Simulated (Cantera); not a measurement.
Feed: 1 mol CH₂F₂, 0.39 mol CH₄, held at 1525 K and 10.0 Torr.

Equilibrium computed with Cantera from the NASA thermochemical tables; the gas is ideal and each condensed phase is pure. Candidate condensed phases: C, C₆H₆, C₇H₈, C₈H₁₈; 95 gas species. Rates play no part.

Question: What is the equilibrium state?

Answer: 
- x(HF): 0.719
- x(H₂): 0.280
- x(H): 0.000109
- x(C₂H₂ (acetylene)): 3.39e-6
- x(CH₄): 2.39e-6
- n(C(graphite)): 1.39 mol
- gas amount: 2.780 mol
